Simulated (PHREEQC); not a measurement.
**Copper plating or etch bath (model solution)**

Solution (25 °C): 0.0011 mol/kgw Cu(BF4)2 and 0.073 mol/kgw H3BO3. Closed to the air; pH follows from the charge balance.

Model: ion-association model, phreeqc.dat, run in PHREEQC.

Each row changes one thing in this solution. Precipitation was switched off in this run.

| case | pH | ionic strength (mol/kgw) | H3BO3 (mol/kgw) | H2BO3- (mol/kgw) |
|---|---|---|---|---|
| as made | 3.07 | 0.00418 | 0.0727 | 5.32e-8 |
| H3BO3 from 0.073 to 0.0803 mol/kgw | 3.07 | 0.00419 | 0.0800 | 5.79e-8 |
| H3BO3 from 0.073 to 0.0073 mol/kgw | 3.10 | 0.00410 | 0.00768 | 6.03e-9 |
| H3BO3 replaced by NaBF4 at the same molality | 2.74 | 0.0783 | 0.00122 | 4.95e-10 |
| temperature from 25 to 60 °C | 3.08 | 0.00416 | 0.0728 | 9.65e-8 |
| Cu(BF4)2 left out | 5.19 | 6.50e-6 | 0.0730 | 6.50e-6 |
| diluted 5-fold with water | 3.33 | 0.00113 | 0.0148 | 1.91e-8 |
| temperature from 25 to 55 °C | 3.08 | 0.00417 | 0.0727 | 8.85e-8 |

At this temperature some constants are extrapolated from 25 °C, and those without enthalpy data are left unchanged. Real BF4- forms and hydrolyses slowly; the run takes it at equilibrium.
